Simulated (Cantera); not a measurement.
Input (Python, Cantera):

```python
import numpy as np
import cantera as ct

gas = ct.Solution("gri30.yaml")
gas.TPX = 748, 1000000, {'CH4': 1, 'C2H6': 0.3, 'O2': 2.18, 'N2': 6.54, 'H2O': 0.99}
inlet = ct.Reservoir(gas, clone=True)
gas.equilibrate("HP")  # start burning
reactor = ct.IdealGasConstPressureReactor(gas, energy="on", clone=False)
exhaust = ct.Reservoir(gas, clone=True)
tau = [0.063, 0.032, 0.016, 0.0083, 0.0042, 0.0021, 0.0011, 0.00054, 0.00028, 0.00014, 7.1e-05][0]
for a, b in ((inlet, reactor), (reactor, exhaust)):
    ct.MassFlowController(a, b, mdot=lambda t: reactor.mass / tau)
net = ct.ReactorNet([reactor])
show = ['CH4', 'C2H6', 'O2', 'CH2', 'OH', 'CH2O', 'C2H']

rows = []
print(f"{'tau/s':>10s}{'T/K':>9s}" + "".join(f"{s:>11s}" for s in show))
for tau in [0.063, 0.032, 0.016, 0.0083, 0.0042, 0.0021, 0.0011, 0.00054, 0.00028, 0.00014, 7.1e-05]:
    net.initial_time = 0.0
    net.advance(30 * tau)
    before = gas.X
    net.advance(40 * tau)
    drift = np.max(np.abs(gas.X - before) / (gas.X + 1e-9))
    rows.append([gas.T, *gas[show].X, drift])
    print(f"{tau:10.3e}{gas.T:9.1f}" + "".join(f"{x:11.3e}" for x in gas[show].X))
```

Output:

```
     tau/s      T/K        CH4       C2H6         O2        CH2         OH       CH2O        C2H
 6.300e-02   2363.1  1.468e-05  2.402e-08  2.643e-05  9.520e-08  7.802e-04  3.064e-07  1.702e-09
 3.200e-02   2362.5  2.703e-05  4.706e-08  3.788e-05  1.843e-07  8.045e-04  5.639e-07  3.393e-09
 1.600e-02   2361.5  4.874e-05  9.341e-08  5.955e-05  3.588e-07  8.434e-04  1.050e-06  6.914e-09
 8.300e-03   2360.3  8.220e-05  1.784e-07  9.629e-05  6.671e-07  8.960e-04  1.872e-06  1.366e-08
 4.200e-03   2358.4  1.368e-04  3.485e-07  1.635e-04  1.255e-06  9.676e-04  3.365e-06  2.785e-08
 2.100e-03   2355.8  2.234e-04  6.892e-07  2.854e-04  2.354e-06  1.058e-03  6.029e-06  5.780e-08
 1.100e-03   2352.4  3.465e-04  1.306e-06  4.847e-04  4.176e-06  1.156e-03  1.028e-05  1.145e-07
 5.400e-04   2346.9  5.531e-04  2.658e-06  8.750e-04  7.694e-06  1.277e-03  1.830e-05  2.415e-07
 2.800e-04   2338.9  8.431e-04  5.191e-06  1.521e-03  1.320e-05  1.397e-03  3.089e-05  4.724e-07
 1.400e-04   2324.9  1.315e-03  1.081e-05  2.757e-03  2.256e-05  1.518e-03  5.336e-05  9.225e-07
 7.100e-05   2300.2  2.085e-03  2.352e-05  5.077e-03  3.634e-05  1.593e-03  9.179e-05  1.666e-06
```

Model: GRI-Mech 3.0 (53 species, 325 reactions), integrated in Cantera.
